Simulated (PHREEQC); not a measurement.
Model water analysis in mg/kgw, 25 °C, pH 3.1, pe 11.5:

```tsv
constituent	mg/kgw
Na	136
K	3.9
Ca	393
Mg	951
Cl	501
S(6) as SO4	4500
Mn(2)	2.35
```

Valence states are taken as typed.

Equilibrium calculation in PHREEQC: ion-association model, phreeqc.dat.

No solid was allowed to form.

Q: Order these S species by the share of S that they hold, largest first: SO4-2, CaSO4, HSO4-, NaSO4-, MgSO4.

A: SO4-2 (53 %), MgSO4 (37 %), CaSO4 (7.6 %), HSO4- (1.9 %), NaSO4- (0.53 %)

Q: Order these Ca species by the share of Ca that they hold, largest first: CaSO4, CaHSO4+, Ca+2.

A: Ca+2 (64 %), CaSO4 (36 %), CaHSO4+ (0.25 %)

The pH is 3.10 and the ionic strength 0.117 mol/kgw.
